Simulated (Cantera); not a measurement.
Source: NASA polynomial tables (part measured, part estimated), evaluated in Cantera. Values are per mole of reaction as written; species without (g) are pure solids or liquids, kept so even where they would boil at 1 bar.

N2(g) + 3 Ba + 6 HBr(g) = 3 BaBr2 + 2 NH3(g), with ΔH° = -2146.4 kJ and ΔS° = -739.6 J/K at 300 K.

### Question
How far is the shortcut ΔG° ≈ ΔH°(300 K) − T·ΔS°(300 K) from the full temperature-dependent value at 1350, 1400, 1450, 1500, 1550, 1600, 1650, 1700, 1750, 1800, 1850 K?

### Answer
```tsv
T (K)	shortcut (kJ)	full (kJ)	difference (kJ)	difference in log10 K	condensed phases
1350	-1147.9	-1186.4	38.5	-1.49	Ba(l), BaBr2(l)
1400	-1110.9	-1155.3	44.4	-1.66	Ba(l), BaBr2(l)
1450	-1073.9	-1124.4	50.4	-1.82	Ba(l), BaBr2(l)
1500	-1036.9	-1093.6	56.6	-1.97	Ba(l), BaBr2(l)
1550	-1000.0	-1062.9	63.0	-2.12	Ba(l), BaBr2(l)
1600	-963.0	-1032.4	69.4	-2.27	Ba(l), BaBr2(l)
1650	-926.0	-1002.0	76.0	-2.41	Ba(l), BaBr2(l)
1700	-889.0	-971.8	82.8	-2.54	Ba(l), BaBr2(l)
1750	-852.0	-941.6	89.6	-2.67	Ba(l), BaBr2(l)
1800	-815.1	-911.6	96.6	-2.80	Ba(l), BaBr2(l)
1850	-778.1	-881.7	103.7	-2.93	Ba(l), BaBr2(l)
```
The shortcut ignores heat capacities and the phase changes listed.
